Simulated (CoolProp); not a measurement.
Vapour-liquid equilibrium of acetone (1) + water (2) at 123.75 °C; x and y are mole fractions of (1).

Model: multi-fluid Helmholtz-energy mixture model, Lemmon 2006 and Wagner 2002; pair parameters Bell 2016, in CoolProp.

```
x     bubble pressure (MPa)  y at the bubble point  dew pressure at overall composition x (MPa)  liquid density (mol/L)
----  ---------------------  ---------------------  -------------------------------------------  ----------------------
0.05                 0.3241                  0.334                                       0.2344                   46.45
0.2                  0.4895                  0.597                                       0.2748                   34.14
0.35                 0.5500                  0.666                                       0.3312                   26.26
0.5                  0.5829                  0.709                                       0.4143                   20.86
0.65                 0.6118                  0.763                                       0.5361                   17.00
0.8                  0.6377                  0.842                                       0.6258                   14.15
0.95                 0.6553                  0.955                                       0.6548                   11.98
```

No azeotrope shows between x = 0.05 and 0.95.

The pair parameters rest on a limited set of measurements; away from them the model extrapolates. With so large a gap from Raoult's law the liquid may split in two, which this calculation doesn't test in full.
